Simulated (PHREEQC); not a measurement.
Make-up at 20 °C: 0.18 mol KH2PO4, 0.00015 mol HNO3 and 5.6e-05 mol ZnSO4 per kg of water. Closed to the air; pH follows from the charge balance.

Model: ion-association model, wateq4f.dat, run in PHREEQC.

```csv
quantity,before,after
pH,4.37,9.05
ionic strength (mol/kgw),0.181,0.498
KSO4- (mol/kgw),1.41e-5,1.66e-5
```

**Question.** Which change was made?
A. KH2PO4 replaced by K2HPO4 at the same molality
B. HNO3 from 0.00015 to 0.000225 mol/kgw
C. KH2PO4 replaced by KF at the same molality
D. ZnSO4 replaced by Cs2SO4 at the same molality

**Answer.** A, KH2PO4 replaced by K2HPO4 at the same molality

This is a speciation only: nothing precipitates in the calculation. Some of these states are supersaturated (in Zn3(PO4)2:4w, Zn(OH)2-e, for instance). H3PO4, which wateq4f.dat lacks, is added to it with the constant of phreeqc.dat. The database has no phosphate complexes of Zn.
